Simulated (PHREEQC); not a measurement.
Solution (25 °C): 0.004 mol ZnSO4, 0.016 mol Na2SO4 and 0.0045 mol HCl per kg of water. Closed to the air; pH follows from the charge balance.

Equilibrium calculation in PHREEQC: ion-association model, phreeqc.dat.

```
Item                          Result
--------------------  --------------
pH                              2.65
ionic strength        0.0556 mol/kgw
specific conductance      4540 µS/cm
density                  1.000 g/cm³
total alkalinity        -4.50 meq/kg
```

| species | molality | activity | log γ |
|---|---|---|---|
| Na+ | 0.0309 | 0.0253 | -0.087 |
| SO4-2 | 0.0152 | 0.00678 | -0.349 |
| Cl- | 0.00449 | 0.00362 | -0.093 |
| H+ | 0.00267 | 0.00227 | -0.071 |
| Zn+2 | 0.00222 | 0.000999 | -0.347 |
| HSO4- | 0.00183 | 0.00149 | -0.089 |
| ZnSO4 | 0.00157 | 0.00159 | 0.006 |
| NaSO4- | 0.00105 | 0.000862 | -0.085 |
| Zn(SO4)2-2 | 0.000199 | 8.76e-5 | -0.355 |
| ZnCl+ | 1.20e-5 | 9.74e-6 | -0.092 |
| ZnCl2 | 3.65e-8 | 3.70e-8 | 0.006 |

This is a speciation only: nothing precipitates in the calculation.
